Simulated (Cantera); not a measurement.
A jet of 3.66 % H₂, 13.6 % O₂, 82.7 % N₂, equivalence ratio 0.13 at 300 K and 2900 Pa hits a platinum plate 4.3 cm away at a mass flux of 0.17 kg/m²/s; the plate temperature is set and raised in steps from an oxygen-covered start.

Computed with Cantera and Deutschmann's 1995 Pt surface mechanism with GRI-Mech 3.0 gas chemistry. Catalytic surfaces can have several steady states; this one follows from the mechanism file's or the stated starting coverage.

One state of this run: wall x H₂ = 0.00570; wall x O₂ = 0.103; wall x H₂O = 0.0590; wall x OH = 2.26e-8; θ free Pt = 0.223; θ O* = 0.776; θ OH* = 0.00146. x: mole fraction at the wall; θ: surface coverage.

Q: Which value of plate T (K) does it belong to?
(A) 850
(B) 1050
(C) 700
(D) 1000

A: A, 850
